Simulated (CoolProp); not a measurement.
Vapour-liquid equilibrium of carbon dioxide (1) + carbonyl sulfide (2) at 6.87 bar; x and y are mole fractions of (1).

Values from CoolProp's multi-fluid Helmholtz-energy mixture model, Span 1996 and Lemmon 2006; pair parameters Bell 2016.

| x | bubble temperature (°C) | y at the bubble point | dew temperature at overall composition x (°C) | liquid density (mol/L) |
|---|---|---|---|---|
| 0.05 | -8.6 | 0.286 | 0.2 | 18.15 |
| 0.15 | -22.3 | 0.576 | -3.4 | 19.12 |
| 0.25 | -30.2 | 0.707 | [?] | 19.92 |
| 0.35 | -35.3 | 0.780 | -11.3 | [?] |
| 0.45 | -38.8 | 0.827 | -15.8 | 21.37 |
| 0.55 | -41.5 | 0.862 | -20.9 | 22.11 |
| 0.65 | -43.6 | [?] | -26.6 | 22.88 |
| 0.75 | -45.5 | [?] | -33.2 | 23.72 |
| 0.85 | -47.3 | 0.948 | -40.6 | [?] |
| 0.95 | -49.0 | 0.981 | -47.4 | 25.67 |

**Question.** Some entries are withheld; supply them.

**Answer.** 
- 0.25, dew temperature at overall composition x (°C): -7.2
- 0.35, liquid density (mol/L): 20.65
- 0.65, y at the bubble point: 0.891
- 0.75, y at the bubble point: 0.919
- 0.85, liquid density (mol/L): 24.64

No azeotrope shows between x = 0.05 and 0.95.

Pair parameters are fitted to limited data, so mixtures are less certain than the pure fluids.
